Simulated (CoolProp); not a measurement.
R245ca at several states: Z from the reference equation and from simpler models built on Tc = 447.6 K, pc = 39.41 bar, ω = 0.355; each cubic takes its own stable root.

Values from CoolProp's reference Helmholtz-energy equation of state, Zhou 2016.

```csv
T (K),p (bar),phase,reference
373,90.8,liquid,0.3213
385.6,0.118,gas,0.9982
265,2.59,liquid,0.01073
398.9,79.1,liquid,0.2813
299.2,0.571,gas,0.9788
```

### Question
How far does each simpler model (van der Waals, Redlich-Kwong, Peng-Robinson) lie from the reference over these 5 states: mean and median of the absolute difference, and the worst?

### Answer
- van der Waals: mean 1735.1 %, median 52.3 %, worst +8568.2 % at 265 K and 2.59 bar
- Redlich-Kwong: mean 8.3 %, median 12.9 %, worst +14.6 % at 398.9 K and 79.1 bar
- Peng-Robinson: mean 2.0 %, median 2.1 %, worst -3.9 % at 373 K and 90.8 bar

At some of these states van der Waals gives the other phase, because its saturation line lies elsewhere.
